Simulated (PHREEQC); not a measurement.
Model water analysis in mg/L, 25 °C, pH 5.92, pe 12.4:

| constituent | mg/L |
|---|---|
| Na | 139 |
| K | 38 |
| Ca | 63.6 |
| Mg | 33.5 |
| Cl | 234 |
| S(6) as SO4 | 35.4 |
| Alkalinity as HCO3 | 336 |
| Pb | 0.464 |
| Si as SiO2 | 1.06 |
| Sr | 0.417 |
| O(0) (dissolved oxygen) | 0.446 |
| N(5) as NO3 | 7.46 |

Valence states are taken as typed.

Computed with PHREEQC (ion-association model, phreeqc.dat).

### Question
The ionic strength comes out as 0.0158 mol/kgw. What activity coefficients do PbHCO3+, SO4-2, CaHCO3+, MgHCO3+, HCO3- get?

### Answer
PbHCO3+ 0.88, SO4-2 0.61, CaHCO3+ 0.89, MgHCO3+ 0.88, HCO3- 0.89.

This is a speciation only: nothing precipitates in the calculation.
